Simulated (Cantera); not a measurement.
# Equilibrium for aluminium nitride and oxide growth: Al(CH₃)₃ + N₂O + N₂

A closed system holds: 1 mol Al(CH₃)₃, 0.9 mol N₂O, 410 mol N₂, at 35.0 Pa.

Equilibrium computed with Cantera from the NASA thermochemical tables; the gas is ideal and each condensed phase is pure. Candidate condensed phases: Al, AlN, Al₂O₃, C, C₆H₆, C₇H₈, C₈H₁₈, H₂O; 148 gas species. The feed counts by its element totals alone. Mutual solubility and eutectic melting of coexisting phases are not modelled. The numbers say what is thermodynamically allowed, not how fast it happens.

From 1000 K to 1050 K the condensed part is AlN(s) + Al₂O₃(s) + C(graphite). From 1100 K to 1650 K the condensed part is AlN(s) + C(graphite).

```tsv
T (K)	x N₂	x H₂	x CO	x Al	x H	x HCN	x HNC	x AlH	n AlN(s)	n Al₂O₃(s)	n C(graphite)
1000	0.989	0.0108	0.000274	<1e-12	1.26e-8	5.37e-7	7.93e-10	<1e-12	0.476	0.262	2.89
1050	0.988	0.0108	0.00104	<1e-12	4.51e-8	1.15e-6	2.41e-9	<1e-12	0.688	0.156	2.57
1100	0.987	0.0108	0.00216	<1e-12	1.44e-7	2.30e-6	6.59e-9	<1e-12	1.00	0	2.10
1150	0.987	0.0108	0.00216	1.59e-12	4.15e-7	4.32e-6	1.66e-8	<1e-12	1.00	0	2.10
1200	0.987	0.0108	0.00216	2.60e-11	1.10e-6	7.70e-6	3.85e-8	<1e-12	1.00	0	2.10
1250	0.987	0.0108	0.00216	3.39e-10	2.69e-6	1.31e-5	8.35e-8	2.56e-12	1.00	0	2.09
1300	0.987	0.0108	0.00216	3.62e-9	6.15e-6	2.14e-5	1.71e-7	2.09e-11	1.000	0	2.09
1350	0.987	0.0108	0.00216	3.23e-8	1.32e-5	3.36e-5	3.31e-7	1.45e-10	1.000	0	2.09
1400	0.987	0.0108	0.00216	2.47e-7	2.70e-5	5.12e-5	6.10e-7	8.77e-10	1.000	0	2.08
1450	0.987	0.0108	0.00216	1.63e-6	5.24e-5	7.56e-5	1.08e-6	4.67e-9	0.999	0	2.07
1500	0.987	0.0107	0.00216	9.51e-6	9.74e-5	0.000109	1.84e-6	2.22e-8	0.996	0	2.05
1550	0.987	0.0107	0.00216	4.93e-5	0.000174	0.000152	3.01e-6	9.52e-8	0.979	0	2.04
1600	0.987	0.0106	0.00216	0.000231	0.000299	0.000209	4.78e-6	3.71e-7	0.904	0	2.01
1650	0.986	0.0104	0.00216	0.000982	0.000495	0.000280	7.35e-6	1.33e-6	0.591	0	1.98
```
x: gas mole fraction; n: condensed amount in mol.
